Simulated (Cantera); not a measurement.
Input: 1 mol Ti, 190 mol H2, held at 0.00380 bar.

Equilibrium computed with Cantera from the NASA thermochemical tables; the gas is ideal and each condensed phase is pure. Candidate condensed phases: Ti; 3 gas species. The numbers say what is thermodynamically allowed, not how fast it happens.

Task: Which condensed phases are stable at each of these points (T (K)): 1000, 1050, 1100, 1150, 1200, 1250, 1300, 1350?

Result: 
| T (K) | condensed phases | Ti condensed (%) |
|---|---|---|
| 1000 | Ti(α) | 100.0 |
| 1050 | Ti(α) | 100.0 |
| 1100 | Ti(α) | 100.0 |
| 1150 | Ti(α) | 100.0 |
| 1200 | Ti(β) | 100.0 |
| 1250 | Ti(β) | 100.0 |
| 1300 | Ti(β) | 100.0 |
| 1350 | Ti(β) | 100.0 |

From 1000 K to 1150 K the condensed part is Ti(α). From 1200 K to 1350 K the condensed part is Ti(β).
